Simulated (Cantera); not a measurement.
# Low-pressure radical oxidation in H2/O2

An isothermal, constant-pressure homogeneous reactor starts with 0.745 % H₂, 81.9 % O₂, 17.2 % N₂, 0.139 % H₂O, at 1148 K and 2.33 Torr.

Cantera simulation using the H2/O2 subset of GRI-Mech 3.0, which has no nitrogen chemistry; the numbers are that mechanism's predictions, not measurements. Radical loss at walls, strong at low pressure, is not modelled.

```
t (s)        x H₂   x O₂       x H    x H₂O     x HO₂       x O
--------  -------  -----  --------  -------  --------  --------
5.00e-5   0.00745  0.819  2.14e-11  0.00139  2.33e-11  1.96e-12
0.000107  0.00745  0.819  4.16e-11  0.00139  5.00e-11  8.42e-12
0.000229  0.00745  0.819  7.43e-11  0.00139  1.07e-10  3.39e-11
0.000491  0.00745  0.819  1.17e-10  0.00139  2.29e-10  1.23e-10
0.00105   0.00745  0.819  1.69e-10  0.00139  4.91e-10  3.96e-10
0.00226   0.00745  0.819  2.78e-10  0.00139   1.05e-9   1.24e-9
0.00483   0.00745  0.819  6.71e-10  0.00139   2.26e-9   4.61e-9
0.0103    0.00745  0.819   3.54e-9  0.00139   4.86e-9   3.02e-8
0.0222    0.00745  0.819   1.07e-7  0.00139   1.14e-8   9.57e-7
0.0475    0.00599  0.818  0.000134  0.00251   2.88e-7  0.000977
0.102     4.71e-5  0.812  0.000397  0.00831   2.34e-7   0.00634
0.218     3.35e-5  0.812  0.000353  0.00837   2.19e-7   0.00616
0.467     3.09e-5  0.813  0.000312  0.00840   2.11e-7   0.00567
1.00      2.63e-5  0.814  0.000244  0.00847   1.97e-7   0.00480
```
x: mole fraction; the columns are a selection and need not sum to one.

Equilibrium at this temperature and pressure: H₂ 7.28e-10, O₂ 0.818, H 3.50e-11, H₂O 0.00888, HO₂ 1.43e-9, O 1.30e-7 (gas phase only).
